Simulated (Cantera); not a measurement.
An adiabatic, constant-pressure homogeneous reactor starts with H₂ : O₂ : N₂ = 1 : 0.575 : 2.16 (molar parts), equivalence ratio 0.87, at 1375 K and 40000 Pa.

Model: GRI-Mech 3.0 (53 species, 325 reactions), integrated in Cantera.

x: mole fraction; the columns are a selection and need not sum to one.

| t (s) | T (K) | x H₂ | x O₂ | x H₂O | x NO₂ | x O | x OH | x HO₂ |
|---|---|---|---|---|---|---|---|---|
| 3.00e-6 | 1375 | 0.268 | 0.154 | 2.72e-8 | <1e-12 | 1.02e-8 | 7.55e-9 | 6.15e-8 |
| 8.11e-6 | 1375 | 0.268 | 0.154 | 4.66e-7 | <1e-12 | 8.28e-8 | 5.97e-8 | 1.73e-7 |
| 2.19e-5 | 1375 | 0.268 | 0.154 | 4.46e-5 | <1e-12 | 6.00e-6 | 4.31e-6 | 1.29e-6 |
| 5.92e-5 | … | 0.0475 | … | … | 1.86e-10 | … | … | … |
| 0.000160 | 2103 | 0.0484 | 0.0410 | 0.190 | 2.05e-9 | 0.0245 | 0.0279 | 5.69e-6 |
| 0.000433 | 2484 | 0.0414 | 0.0340 | 0.218 | 2.08e-8 | 0.0156 | 0.0324 | 4.30e-6 |
| 0.00117 | 2691 | 0.0336 | 0.0296 | 0.238 | 2.58e-7 | 0.0103 | 0.0312 | 6.34e-6 |
| 0.00316 | 2700 | 0.0333 | 0.0280 | 0.239 | 8.61e-7 | 0.00965 | 0.0305 | 6.29e-6 |
| 0.00854 | 2697 | 0.0337 | 0.0265 | 0.240 | 1.51e-6 | 0.00922 | 0.0297 | 5.99e-6 |
| 0.0231 | 2696 | 0.0338 | 0.0262 | 0.240 | 1.65e-6 | 0.00913 | 0.0296 | 5.92e-6 |
| 0.0624 | 2696 | 0.0338 | 0.0262 | 0.240 | 1.65e-6 | 0.00913 | 0.0296 | 5.92e-6 |
| 0.169 | 2696 | 0.0338 | 0.0262 | 0.240 | 1.65e-6 | 0.00913 | 0.0296 | 5.92e-6 |
| 0.456 | 2696 | 0.0338 | 0.0262 | 0.240 | 1.65e-6 | 0.00913 | 0.0296 | 5.92e-6 |
| 1.23 | 2696 | 0.0338 | 0.0262 | 0.240 | 1.65e-6 | 0.00913 | 0.0296 | 5.92e-6 |
| 3.33 | 2696 | 0.0338 | 0.0262 | 0.240 | 1.65e-6 | 0.00913 | 0.0296 | 5.92e-6 |
| 9.00 | 2696 | 0.0338 | 0.0262 | 0.240 | 1.65e-6 | 0.00913 | 0.0296 | 5.92e-6 |

Fill in the missing entries.


- 5.92e-5, T (K): 1609
- 5.92e-5, x O₂: 0.0519
- 5.92e-5, x H₂O: 0.162
- 5.92e-5, x O: 0.0302
- 5.92e-5, x OH: 0.0157
- 5.92e-5, x HO₂: 1.29e-5
